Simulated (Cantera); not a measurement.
Charge: 1 mol CH4, 0.45 mol NH3, 0.51 mol CO2, held at 2448.15 K and 0.000980 bar.

Cantera equilibrium calculation (NASA polynomials, part measured and part estimated; ideal gas, pure solids and liquids). Candidate condensed phases: C, C6H6, C7H8, C8H18, H2O; 136 gas species. Kinetics and transport are ignored.

Task: What is the equilibrium state?

Result: 
```json
{
  "x(H)": "0.379",
  "x(H2)": "0.355",
  "x(CO)": "0.211",
  "x(N2)": "0.0420",
  "x(HCN)": "0.00758",
  "x(C2H2 (acetylene))": "0.00308",
  "x(HNC)": "0.000835",
  "x(CN)": "0.000435",
  "x(C3)": "0.000222",
  "n(C(graphite))": "0.411 mol",
  "gas_amount": "4.842 mol"
}
```
